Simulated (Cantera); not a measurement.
Charge: 1 mol SiHCl3, 0.012 mol C3H8, 170 mol H2, equilibrated at 1050 K and 0.300 bar.

Cantera equilibrium calculation (NASA polynomials, part measured and part estimated; ideal gas, pure solids and liquids). Candidate condensed phases: C, C6H6, C7H8, C8H18, Si, SiC; 109 gas species. Mutual solubility and eutectic melting of coexisting phases are not modelled. The tables' values for SiCl3 are old estimates; treat these amounts as uncertain. The numbers say what is thermodynamically allowed, not how fast it happens.

Base state: H2 0.989, HCl 0.00788, SiHCl3 0.00143, SiCl4 0.00110, SiH2Cl2 0.000213, SiCl2 0.000117, SiCl3 8.43e-5 (mole fractions); condensed: Si(s) + SiC(s).

Question: What changes in the equilibrium state with this change: temperature from 1050 K to 973 K?

Answer: 
```
species        before     after
-----------  --------  --------
H2              0.989     0.992
HCl           0.00788   0.00457
SiHCl3        0.00143   0.00195
SiCl2        0.000117   3.39e-5
SiCl3         8.43e-5   4.35e-5
SiCl4         0.00110   0.00160
SiH2Cl2      0.000213  0.000248
CH4           9.95e-6   1.16e-5
Si(s), mol      0.459     0.301
SiC(s), mol    0.0343    0.0340
```

Question: What changes in the equilibrium state with this change: temperature from 1050 K to 2498 K?

Answer: 
| species | before | after |
|---|---|---|
| H2 | 0.989 | 0.934 |
| H | 1.47e-8 | 0.0440 |
| HCl | 0.00788 | 0.0160 |
| Si | <1e-9 | 0.00432 |
| SiHCl3 | 0.00143 | <1e-9 |
| SiCl4 | 0.00110 | <1e-9 |
| SiH | <1e-9 | 0.000605 |
| Si(s), mol | 0.459 | 0 |
| SiC(s), mol | 0.0343 | 0 |
The tables' values for SiCl are old estimates; treat these amounts as uncertain. Gases not in the tables: Si2H6 and higher silanes.
